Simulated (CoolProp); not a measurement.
Vapour-liquid equilibrium of propane (1) + c-C4F8 (RC318) (2) at 67.45 °C; x and y are mole fractions of (1).

Values from CoolProp's multi-fluid Helmholtz-energy mixture model, Lemmon 2009 and Platzer 1990; pair parameters Bell 2016. This equation is an older, rougher fit; its heat capacities, sound speeds and derivatives of the liquid may be far off and weren't checked against measurements.

```csv
x,"bubble pressure, mixture model (bar)","bubble pressure, Raoult's law (bar)","y, mixture model","y, Raoult's law"
0.05,11.60,10.79,0.139,0.114
0.15,14.45,12.24,0.328,0.301
0.25,16.91,13.70,0.450,0.449
0.35,18.99,15.15,0.538,0.568
0.45,20.71,16.61,0.607,0.667
0.55,22.14,18.06,0.668,0.749
0.65,23.30,19.51,0.727,0.819
0.75,24.19,20.97,0.790,0.880
0.85,24.73,22.42,0.861,0.933
0.95,24.81,23.87,0.948,0.979
```

The largest gap from Raoult's law is +25.3 % in bubble pressure, at x = 0.35. y crosses x between x = 0.85 and 0.95: the model has an azeotrope there.

Pair parameters are fitted to limited data, so mixtures are less certain than the pure fluids.
